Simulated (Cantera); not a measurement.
An isothermal, constant-pressure homogeneous reactor starts with 1.86 % CH4, 98.1 % H2, 0.0471 % N2, at 2098 K and 3300 Pa.

Computed with Cantera and GRI-Mech 3.0 (53 species, 325 reactions). GRI-Mech 3.0 stops at C3 and has no aromatics, soot or wall deposition, so with more carbon than oxygen in the feed, carbon stays in small species such as C2H2 where larger ones or solid carbon would form. Radical loss at walls, strong at low pressure, is not modelled.

### Question
Predict: x(CH4) at 90.0 s; x(H2) at 90.0 s; x(C2H) at 90.0 s; x(C2H4) at 90.0 s; x(CH3) at 90.0 s; x(HCN) at 90.0 s; x(C2H2) at 90.0 s.

### Answer
- x(CH4) at 90.0 s = 2.63e-5 (gas-phase equilibrium 2.58e-5)
- x(H2) at 90.0 s = 0.974 (gas-phase equilibrium 0.974)
- x(C2H) at 90.0 s = 4.01e-6 (gas-phase equilibrium 3.86e-6)
- x(C2H4) at 90.0 s = 1.16e-6 (gas-phase equilibrium 1.11e-6)
- x(CH3) at 90.0 s = 8.81e-6 (gas-phase equilibrium 8.66e-6)
- x(HCN) at 90.0 s = 4.33e-6 (gas-phase equilibrium 0.000699)
- x(C2H2) at 90.0 s = 0.00905 (gas-phase equilibrium 0.00870)
